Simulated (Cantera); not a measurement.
An isothermal, constant-pressure homogeneous reactor starts with NO : N2 = 1 : 0.51 (molar parts), at 1525 K and 0.0345 atm. Integrator tolerance rtol = 1e-08.

Detailed kinetics in Cantera: GRI-Mech 3.0 (53 species, 325 reactions). Radical loss at walls, strong at low pressure, is not modelled.

Question: What does this change do: 0.059 parts H2O added?

Answer: 
| quantity | before | after |
|---|---|---|
| x(NO) at 300 s | 0.560 (gas-phase equilibrium 0.00160) | 0.542 (gas-phase equilibrium 0.00154) |
| x(N2O) at 300 s | 9.54e-5 (gas-phase equilibrium 1.68e-8) | 7.22e-5 (gas-phase equilibrium 1.59e-8) |
| x(N2) at 300 s | 0.389 (gas-phase equilibrium 0.668) | 0.373 (gas-phase equilibrium 0.643) |
| x(NO2) at 300 s | 0.000248 (gas-phase equilibrium 1.86e-6) | 0.000233 (gas-phase equilibrium 1.76e-6) |
| x(O2) at 300 s | 0.0509 (gas-phase equilibrium 0.330) | 0.0477 (gas-phase equilibrium 0.318) |

Question: What does this change do: pressure from 0.0345 atm to 0.0168 atm?

Answer: 
| quantity | before | after |
|---|---|---|
| x(NO) at 300 s | 0.560 (gas-phase equilibrium 0.00160) | 0.608 (gas-phase equilibrium 0.00160) |
| x(N2O) at 300 s | 9.54e-5 (gas-phase equilibrium 1.68e-8) | 0.000111 (gas-phase equilibrium 1.17e-8) |
| x(N2) at 300 s | 0.389 (gas-phase equilibrium 0.668) | 0.365 (gas-phase equilibrium 0.668) |
| x(NO2) at 300 s | 0.000248 (gas-phase equilibrium 1.86e-6) | 0.000132 (gas-phase equilibrium 1.30e-6) |
| x(O2) at 300 s | 0.0509 (gas-phase equilibrium 0.330) | 0.0270 (gas-phase equilibrium 0.330) |
